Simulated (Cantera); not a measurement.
What does this Cantera script print?

```python
import numpy as np
import cantera as ct

gas_names = """
    B BH BH2 BH3 BN BO BO2 B2 B2O B2O2 B2O3 B3O3H3 H HBO HBO2 HNO HNO2 HNO3 HO2 H2 H2O H2O2 H3B3O6 N NH
    NH2 NH3 NH2OH NO NO2 NO3 N2 N2H2 N2H4 N2O O OH O2 O3
""".split()
cond_names = """
    B(b) B(L) BN(s) B2O3(L) B3O3H3(cr) H2O(s) H2O(L)
""".split()


# ... load() reads the species with a 1 bar reference pressure and builds the phases ...
atoms = {
    'BN': {'B': 1, 'N': 1},
    'H2O': {'H': 2, 'O': 1},
    'N2': {'N': 2},
    'O2': {'O': 2},
}
top_T = {'BN(s)': 3200}  # K; cautious upper limits of use, not melting points


# ... equilibrate(T, P, feed) seeds the gas with the atoms and calls Mixture.equilibrate('TP', solver="vcs", rtol=1e-11, max_steps=5000) ...
results = []
feed = {'BN': 1, 'H2O': 0.62, 'N2': 0.43, 'O2': 0.69}  # mol
P = 1000  # Pa
for T in [1550, 1600, 1650, 1700, 1750, 1800, 1850]:
    mix = equilibrate(T, P, feed)
    results.append((T, P, feed, dict(zip(mix.species_names, mix.species_moles))))

top = {s: max(r[3][s] / sum(r[3][g] for g in gas_names) for r in results) for s in gas_names}
cols = sorted((s for s in top if top[s] > 1e-05), key=lambda s: -top[s])[:5]
seen = [c for c in cond_names if any(r[3].get(c, 0) > 1e-12 for r in results)]
print("log10 of partial pressures in bar; condensed amounts in mol")
print(f"{'T/K':>10s}" + "".join(f"{s[:9]:>10s}" for s in cols + seen))
for T, P, feed, n in results:
    ng = sum(n[g] for g in gas_names)
    print(f"{T:10.4g}" + "".join(f"{np.log10(max(n[s] / ng * P / 1e5, 1e-99)):10.3f}" for s in cols)
          + "".join(f"{n.get(c, 0):10.4g}" for c in seen))
```

It prints:

```
log10 of partial pressures in bar; condensed amounts in mol
       T/K        N2      HBO2       H2O      B2O3        H2   B2O3(L)
      1550    -2.263    -2.770    -2.681    -4.235    -3.153    0.3452
      1600    -2.281    -2.644    -2.775    -3.834    -3.172     0.272
      1650    -2.306    -2.548    -2.907    -3.459    -3.197    0.1675
      1700    -2.342    -2.487    -3.088    -3.107    -3.235  0.006086
      1750    -2.343    -2.493    -3.080    -3.082    -3.238         0
      1800    -2.344    -2.501    -3.066    -3.069    -3.239         0
      1850    -2.344    -2.509    -3.053    -3.056    -3.241         0
```

These are equilibrium values from Cantera (NASA tables, ideal gas, pure condensed phases), not measurements of a reactor. Gases not in the tables: H3BO3.
